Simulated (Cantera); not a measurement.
Feed: 1 mol CO₂, 0.33 mol SO₂, 3 mol H₂, 0.6 mol H₂O, at 59.0 Pa.

Cantera equilibrium calculation (NASA polynomials, part measured and part estimated; ideal gas, pure solids and liquids). Candidate condensed phases: C, C₆H₆, C₇H₈, C₈H₁₈, H₂O, H₂SO₄, S; 123 gas species. Kinetics and transport are ignored.

Question: At 2925 K, list the 4 most abundant gas species with their mole fractions, and the condensed phases.

Answer: H 0.648, O 0.197, CO 0.0952, S 0.0276. Condensed: gas only.
